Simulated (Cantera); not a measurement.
A closed system holds: 1 mol B2H6, 2.4 mol NH3, 23 mol N2, 0.082 mol H2O, held at 2100 °C and 0.290 bar.

These are equilibrium values from Cantera (NASA tables, ideal gas, pure condensed phases), not measurements of a reactor. Candidate condensed phases: B, BN, B2O3, B3O3H3, H2O; 39 gas species. The feed counts by its element totals alone. The tables' values for BH2 are old estimates; treat these amounts as uncertain. The numbers say what is thermodynamically allowed, not how fast it happens.

Base state: N2 0.771, H2 0.215, H 0.0120, HBO 0.00167, BO 0.000992, BH2 0.000145, B2O2 2.22e-5, B 2.03e-5 (mole fractions); condensed: BN(s).

What changes in the equilibrium state with this change: NH3 from 2.4 to 0.33 mol?


```json
[
 {"species": "N2", "before": "0.771", "after": "0.855"},
 {"species": "H2", "before": "0.215", "after": "0.132"},
 {"species": "H", "before": "0.0120", "after": "0.00943"},
 {"species": "HBO", "before": "0.00167", "after": "0.00174"},
 {"species": "B2O2", "before": "2.22e-5", "after": "3.93e-5"},
 {"species": "BH2", "before": "0.000145", "after": "8.45e-5"},
 {"species": "BN(s), mol", "before": "1.91", "after": "1.91"}
]
```
